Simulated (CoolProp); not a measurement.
Saturated liquid density (kg/m³) of tetrahydrofuran: the reference equation beside estimates from Tc = 540.2 K, pc = 53.04 bar, ω = 0.234.

Computed with CoolProp (reference Helmholtz-energy equation of state, Fiedler 2023).

| T (K) | reference | van der Waals | Redlich-Kwong | Soave-Redlich-Kwong | Peng-Robinson |
|---|---|---|---|---|---|
| 305 | 874.4 | 537.3 | 793.8 | 812.8 | 916.3 |
| 314 | 864.3 | 531.5 | 784.0 | 804.0 | 906.9 |
| 323 | 854.2 | 525.7 | 774.0 | 794.9 | 897.1 |
| 332 | 843.9 | 519.6 | 763.6 | 785.4 | 886.9 |
| 341 | 833.5 | 513.5 | 752.9 | 775.6 | 876.3 |
| 349.9 | 823.1 | 507.2 | 741.9 | 765.5 | 865.4 |
| 358.9 | 812.3 | 500.7 | 730.5 | 754.8 | 853.8 |
| 367.9 | 801.4 | 494.0 | 718.7 | 743.7 | 841.7 |
| 376.9 | 790.2 | 487.0 | 706.4 | 732.1 | 829.0 |
| 385.8 | 779.0 | 480.0 | 693.9 | 720.2 | 815.8 |
| 394.8 | 767.3 | 472.6 | 680.7 | 707.6 | 801.9 |
| 403.8 | 755.4 | 465.0 | 667.0 | 694.3 | 787.2 |
| 412.8 | 743.1 | 457.0 | 652.8 | 680.4 | 771.8 |

Absolute difference from the reference over all 13 rows, mean and median: van der Waals 38.4 and 38.4 %, Redlich-Kwong 10.3 and 10.1 %, Soave-Redlich-Kwong 7.3 and 7.1 %, Peng-Robinson 4.8 and 4.9 %.
